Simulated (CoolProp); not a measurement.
Vapour-liquid equilibrium of carbon dioxide (1) + the fluoroketone C6F12O (FK-5-1-12) (2) at -2.25 °C; x and y are mole fractions of (1).

The numbers come from the multi-fluid Helmholtz-energy mixture model, Span 1996 and McLinden 2015; pair parameters Bell 2016 in CoolProp.

Q: Give the bubble pressure and the first vapour's composition at x = 0.05, 0.8, 0.95. Is there an azeotrope?

A: x = 0.05: 0.09396 MPa, y = 0.885; x = 0.8: 2.414 MPa, y = 0.996; x = 0.95: 3.029 MPa, y = 0.999. No azeotrope shows between x = 0.05 and 0.95.

The pair parameters rest on a limited set of measurements; away from them the model extrapolates. The gap from Raoult's law changes sign with composition, which may be real or a fault of the pair parameters; it wasn't checked against measurements.
